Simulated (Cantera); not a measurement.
**Gas activation for diamond growth**

An isothermal, constant-pressure homogeneous reactor starts with 0.839 % CH4, 98.5 % H2, 0.693 % O2, equivalence ratio 73, at 2725 K and 0.0110 bar.

Detailed kinetics in Cantera: GRI-Mech 3.0 (53 species, 325 reactions). Radical loss at walls, strong at low pressure, is not modelled.

```
t (s)        x CH4   x H2     x O2    x C2H4     x C2H   x C2H2
--------  --------  -----  -------  --------  --------  -------
7.00e-5    0.00795  0.982  0.00671   2.00e-7  1.66e-11  6.38e-8
0.000406   0.00605  0.962  0.00248   1.12e-5   9.32e-8  4.40e-5
0.00236    0.00188  0.935  2.71e-8   8.23e-6   1.08e-5  0.00199
0.0137    0.000184  0.910  4.71e-8   4.22e-7   1.95e-5  0.00215
0.0794     9.95e-7  0.842  5.46e-8  3.64e-10   2.05e-7  1.07e-5
0.461       <1e-12  0.642  4.30e-7    <1e-12    <1e-12   <1e-12
2.67        <1e-12  0.547  8.16e-7    <1e-12    <1e-12   <1e-12
15.5        <1e-12  0.546  8.17e-7    <1e-12    <1e-12   <1e-12
90.0        <1e-12  0.546  8.17e-7    <1e-12    <1e-12   <1e-12
```
x: mole fraction; the columns are a selection and need not sum to one.

Equilibrium at this temperature and pressure: CH4 <1e-12, H2 0.546, O2 8.17e-7, C2H4 <1e-12, C2H <1e-12, C2H2 <1e-12 (gas phase only).
